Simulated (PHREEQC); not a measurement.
Make-up at 25 °C: 0.0025 mol/kgw LiOH and 6.7e-05 mol/kgw Na2CO3. Closed to the air; pH follows from the charge balance.

All values are PHREEQC results (ion-association model, phreeqc.dat), not measurements.

No solid was allowed to form.

### Question
Order these C species by the share of C that they hold, largest first: CO3-2, NaCO3-, HCO3-.

### Answer
CO3-2 (93 %), HCO3- (7.2 %), NaCO3- (0.18 %)

The pH is 11.37 and the ionic strength 0.00270 mol/kgw. Species that the database lacks are ignored.
